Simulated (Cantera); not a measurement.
What does this Cantera script print?

```python
import numpy as np
import cantera as ct

gas_names = [...]  # 113 gases of nasa_gas.yaml made of C, H, O, Pb
cond_names = """
    C(gr) C6H6(L) C7H8(L) C8H18(L),n-octa H2O(s) H2O(L) Pb(cr) Pb(L) PbO(rd) PbO(yw) PbO(L) PbO2(s)
    Pb3O4(s)
""".split()


# ... load() reads the species with a 1 bar reference pressure and builds the phases ...
atoms = {
    'PbO': {'Pb': 1, 'O': 1},
    'CO': {'C': 1, 'O': 1},
    'H2': {'H': 2},
}
top_T = {'C(gr)': 4500, 'Pb3O4(s)': 820}  # K; cautious upper limits of use, not melting points


# ... equilibrate(T, P, feed) seeds the gas with the atoms and calls Mixture.equilibrate('TP', solver="vcs", rtol=1e-11, max_steps=5000) ...
results = []
T = 798  # K
P = 10000  # Pa
for m in [1.3, 2.3, 4.3, 8, 15, 27, 51]:
    feed = {'PbO': 1, 'CO': 1.5, 'H2': m}  # mol
    mix = equilibrate(T, P, feed)
    results.append((T, P, feed, dict(zip(mix.species_names, mix.species_moles))))
    x = sorted(zip(gas.X, gas.species_names), reverse=True)
    print(f"T = {T:g} K  P = {P:g} Pa  n(H2) = {m:g} mol  gas = {mix.phase_moles(0):.4g} mol")
    print("   x: " + "  ".join(f"{s} {v:.3e}" for v, s in x if v > 1e-05))
    print("   condensed (mol): " + ("  ".join(f"{mix.phase(i).name} {mix.phase_moles(i):.4g}"
          for i in range(1, mix.n_phases) if mix.phase_moles(i) > 1e-12) or "none"))
```

Result:

```
T = 798 K  P = 10000 Pa  n(H2) = 1.3 mol  gas = 2.551 mol
   x: H2 3.336e-01  CO2 3.291e-01  CO 1.767e-01  H2O 1.452e-01  CH4 1.545e-02
   condensed (mol): C(gr) 0.1703  Pb(L) 1
T = 798 K  P = 10000 Pa  n(H2) = 2.3 mol  gas = 3.422 mol
   x: H2 4.549e-01  CO2 2.141e-01  H2O 1.597e-01  CO 1.426e-01  CH4 2.874e-02
   condensed (mol): C(gr) 0.181  Pb(L) 1
T = 798 K  P = 10000 Pa  n(H2) = 4.3 mol  gas = 5.185 mol
   x: H2 5.845e-01  H2O 1.498e-01  CO2 1.141e-01  CO 1.041e-01  CH4 4.746e-02
   condensed (mol): C(gr) 0.1225  Pb(L) 1
T = 798 K  P = 10000 Pa  n(H2) = 8 mol  gas = 8.483 mol
   x: H2 6.965e-01  H2O 1.267e-01  CO 6.572e-02  CH4 5.995e-02  CO2 5.115e-02
   condensed (mol): Pb(L) 1
T = 798 K  P = 10000 Pa  n(H2) = 15 mol  gas = 14.93 mol
   x: H2 7.972e-01  H2O 1.024e-01  CH4 5.244e-02  CO 3.098e-02  CO2 1.702e-02
   condensed (mol): Pb(L) 1
T = 798 K  P = 10000 Pa  n(H2) = 27 mol  gas = 26.41 mol
   x: H2 8.704e-01  H2O 7.279e-02  CH4 3.949e-02  CO 1.274e-02  CO2 4.559e-03
   condensed (mol): Pb(L) 1
T = 798 K  P = 10000 Pa  n(H2) = 51 mol  gas = 49.99 mol
   x: H2 9.257e-01  H2O 4.425e-02  CH4 2.508e-02  CO 4.089e-03  CO2 8.362e-04
   condensed (mol): Pb(L) 1
```

Equilibrium computed with Cantera from the NASA thermochemical tables; the gas is ideal and each condensed phase is pure.
